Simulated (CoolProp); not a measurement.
Vapour pressure (bar) of ethane: the reference equation beside estimates from Tc = 32.2 °C, pc = 48.72 bar, ω = 0.099. Clausius-Clapeyron is anchored at -92.45 °C with a constant enthalpy of vaporisation of 14.87 kJ/mol.

Values from CoolProp's reference Helmholtz-energy equation of state, Bücker 2006.

```csv
T (°C),reference,Clausius-Clapeyron,van der Waals,Redlich-Kwong
-110.65,0.2569,0.2701,2.043,0.2512
-104.55,0.3907,0.4022,2.576,0.3943
-98.45,0.5753,0.5825,3.200,0.5952
-92.45,0.8183,0.8183,3.909,0.8627
-86.35,___,1.130,4.732,___
-80.25,1.555,1.530,5.666,1.682
-74.15,2.076,2.033,___,2.262
-68.05,2.720,2.655,7.889,2.979
-61.95,3.504,3.416,9.190,3.851
-55.85,4.448,4.332,10.62,4.893
-49.75,5.568,5.424,12.20,6.123
-43.65,6.885,6.709,13.91,7.559
-37.55,8.417,8.209,15.77,9.217
```

Problem. Complete the blanks.

Solution. 
- -86.35, reference: 1.141
- -86.35, Redlich-Kwong: 1.221
- -74.15, van der Waals: 6.716

Absolute difference from the reference over all 13 rows, mean and median: Clausius-Clapeyron 2.2 and 2.5 %, van der Waals 283.9 and 223.5 %, Redlich-Kwong 7.3 and 9.0 %.
